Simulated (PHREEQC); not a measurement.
A column of 0.5 m (30 cells, dispersivity 0.018 m, 720 s a shift, diffusion coefficient 3e-10 m²/s) holds 0.0058 eq of the database's cation exchanger X per kg of pore water, first in equilibrium with 0.032 mol KCl, 0.0076 mol BaCl2 and 1e-05 mol HCl per kg of water. It is flushed with 0.0019 mol/kgw CdCl2, 0.0018 mol/kgw KBr and 1e-05 mol/kgw HCl, at 15 °C. Values are for the last cell. No CO2 enters from the air. Nothing may precipitate in this run.

Base run: PHREEQC, ion-association model, phreeqc.dat. Each further column changes one thing. The table gives Cd in solution (mol/kgw).

```tsv
pore volumes	base	exchange capacity from 0.0058 to 0.0029 eq/kgw	dispersivity from 0.018 to 0.036 m
0	0	0	0
0.6833	7.31e-5	0.000114	?
1.517	0.000271	?	?
2.183	0.000934	0.00146	?
2.85	0.00140	0.00177	0.00133
3.517	0.00164	0.00186	?
4.35	0.00180	0.00189	0.00174
5.017	0.00185	0.00190	0.00181
```

Problem. Some entries are withheld; supply them.

Solution. 
- 0.6833, dispersivity from 0.018 to 0.036 m: 0.000193
- 1.517, exchange capacity from 0.0058 to 0.0029 eq/kgw: 0.000764
- 1.517, dispersivity from 0.018 to 0.036 m: 0.000493
- 2.183, dispersivity from 0.018 to 0.036 m: 0.000893
- 3.517, dispersivity from 0.018 to 0.036 m: 0.00158
